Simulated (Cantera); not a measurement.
A Cantera script and what it prints.

```python
import numpy as np
import cantera as ct

gas_names = [...]  # 151 gases of nasa_gas.yaml made of C, H, N, O, Si
cond_names = """
    C(gr) C6H6(L) C7H8(L) C8H18(L),n-octa H2O(s) H2O(L) Si(cr) Si(L) SiC(b) SiO2(Lqz) SiO2(hqz) SiO2(L)
    Si2N2O(s) Si3N4(a)
""".split()


# ... load() reads the species with a 1 bar reference pressure and builds the phases ...
atoms = {
    'SiC': {'Si': 1, 'C': 1},
    'H2O': {'H': 2, 'O': 1},
    'N2': {'N': 2},
}
top_T = {'C(gr)': 4500, 'SiC(b)': 3050, 'Si2N2O(s)': 2100, 'Si3N4(a)': 2400}  # K; cautious upper limits of use, not melting points


# ... equilibrate(T, P, feed) seeds the gas with the atoms and calls Mixture.equilibrate('TP', solver="vcs", rtol=1e-11, max_steps=5000) ...
results = []
feed = {'SiC': 1, 'H2O': 0.11, 'N2': 190}  # mol
P = 13332.2  # Pa
for T in [998, 1048, 1098, 1148, 1198, 1248, 1298, 1348, 1398, 1448, 1498, 1548, 1598]:
    mix = equilibrate(T, P, feed)
    results.append((T, P, feed, dict(zip(mix.species_names, mix.species_moles))))

top = {s: max(r[3][s] / sum(r[3][g] for g in gas_names) for r in results) for s in gas_names}
cols = sorted((s for s in top if top[s] > 0.001), key=lambda s: -top[s])[:7]
seen = [c for c in cond_names if any(r[3].get(c, 0) > 1e-12 for r in results)]
print("log10 of partial pressures in bar; condensed amounts in mol")
print(f"{'T/K':>10s}" + "".join(f"{s[:9]:>10s}" for s in cols + seen))
for T, P, feed, n in results:
    ng = sum(n[g] for g in gas_names)
    print(f"{T:10.4g}" + "".join(f"{np.log10(max(n[s] / ng * P / 1e5, 1e-99)):10.3f}" for s in cols)
          + "".join(f"{n.get(c, 0):10.4g}" for c in seen))
```

It prints:

```
log10 of partial pressures in bar; condensed amounts in mol
       T/K        N2     C(gr)    SiC(b) Si2N2O(s)  Si3N4(a)
       998    -0.875         1         0      0.11      0.26
      1048    -0.875    0.9999         0      0.11      0.26
      1098    -0.875    0.9999         0      0.11      0.26
      1148    -0.875    0.9998         0      0.11      0.26
      1198    -0.875    0.9996         0    0.1099    0.2601
      1248    -0.875    0.9991         0    0.1097    0.2602
      1298    -0.875     0.998         0    0.1089    0.2607
      1348    -0.875    0.9952         0    0.1067    0.2622
      1398    -0.875    0.9882         0    0.1005    0.2663
      1448    -0.875    0.9715         0    0.0848    0.2768
      1498    -0.875    0.9329         0   0.04758    0.3016
      1548    -0.876         0    0.8839         0    0.0386
      1598    -0.876         0     0.885         0   0.03806
```

Method: chemical equilibrium by Gibbs-energy minimisation in Cantera with the NASA 1993 tables (ideal gas, pure condensed phases). N2 is the only nitrogen source here; it is nearly inert below about 1500 K, so the nitride shown seldom forms there in practice. Mutual solubility and eutectic melting of coexisting phases are not modelled.
